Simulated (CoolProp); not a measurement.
Computed with CoolProp (reference Helmholtz-energy equation of state, Lemmon 2006). It is a short technical equation, of lower accuracy than the large ones.

**Question.** Give the vapour pressure (MPa), liquid density (kg/m³), enthalpy of vaporisation (kJ/kg), liquid viscosity (µPa s) of saturated toluene at 224.25, 290.15 °C.

**Answer.** 
| T (°C) | p (MPa) | liquid density (kg/m³) | enthalpy of vaporisation (kJ/kg) | liquid viscosity (µPa s) |
|---|---|---|---|---|
| 224.25 | 1.13 | 642 | 266 | 118 |
| 290.15 | 2.89 | 510 | 161 | 68.2 |

Viscosity comes from a separate model (Avgeri 2015).
